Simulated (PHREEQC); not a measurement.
Make-up at 20 °C: 2.5 mmol/kgw HF and 0.13 mmol/kgw NH4HF2. Closed to the air; pH follows from the charge balance.

Computed with PHREEQC (ion-association model, phreeqc.dat).

Precipitation was switched off in this run.

Task: Order these F species by the share of F that they hold, largest first: F-, HF2-, HF.

Result: HF (57 %), F- (43 %), HF2- (0.49 %)

The pH is 2.99 and the ionic strength 0.00118 mol/kgw.
